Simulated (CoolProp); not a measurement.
Vapour-liquid equilibrium of methanol (1) + dimethyl carbonate (2) at 359.4 K; x and y are mole fractions of (1).

Model: multi-fluid Helmholtz-energy mixture model, de Reuck 1993 and Zhou 2011; pair parameters Bell 2016, in CoolProp.

```csv
x,bubble pressure (bar),y at the bubble point,dew pressure at overall composition x (bar),liquid density (mol/L)
0.05,1.122,0.227,0.9365,11.16
0.15,1.466,0.451,1.034,11.77
0.25,1.712,0.565,1.151,12.47
0.35,1.888,0.636,1.292,13.26
0.45,2.016,0.687,1.465,14.17
0.55,2.111,0.729,1.677,15.21
0.65,2.184,0.768,1.924,16.42
0.75,2.238,0.811,2.153,17.84
0.85,2.273,0.866,2.267,19.52
0.95,2.274,0.945,2.273,21.51
```

y crosses x between x = 0.85 and 0.95: the model has an azeotrope there.

The pair parameters rest on a limited set of measurements; away from them the model extrapolates.
